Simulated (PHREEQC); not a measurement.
Dissolve 0.041 mol/kgw NaOH and 0.0039 mol/kgw Na2SiO3 at 50 °C. Closed to the air; pH follows from the charge balance.

Equilibrium calculation in PHREEQC: ion-association model, wateq4f.dat.

This is a speciation only: nothing precipitates in the calculation.

Task: Predict the pH.

Result: pH 11.82.

Task: In which forms is Si present?

Result: H3SiO4- 75 %, H2SiO4-2 25 % of the Si.

Complexes and solids missing from the database can't appear. Away from 25 °C the constants follow the database's enthalpies or fits; those with neither stay at their 25 °C values.
